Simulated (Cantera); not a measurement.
An isothermal plug-flow reactor at 623 K and 1280 Torr (inlet), inlet velocity 2.4 m/s, active area per volume 2700 1/m; feed CO : O₂ : N₂ : H₂O = 0.0035 : 0.074 : 0.79 : 0.0061 (molar parts), equivalence ratio 0.024.

Model: Deutschmann's 1995 Pt surface mechanism with GRI-Mech 3.0 gas chemistry, integrated in Cantera. Catalytic surfaces can have several steady states; this one follows from the mechanism file's or the stated starting coverage. Mass transfer to the wall is taken as infinitely fast.

Problem. Predict: x(CO) at z = 0.077 m; x(O₂) at z = 0.077 m; x(H₂O) at z = 0.077 m; x(CO₂) at z = 0.077 m; θ(free Pt) at the exit; θ(O*) at the exit; θ(OH*) at the exit.

Solution. 
| Item | Result |
|---|---|
| x(CO) at z = 0.077 m | 0.00352 |
| x(O₂) at z = 0.077 m | 0.0845 |
| x(H₂O) at z = 0.077 m | 0.00698 |
| x(CO₂) at z = 0.077 m | 0.000490 |
| θ(free Pt) at the exit | 0.00212 |
| θ(O*) at the exit | 0.996 |
| θ(OH*) at the exit | 0.00176 |
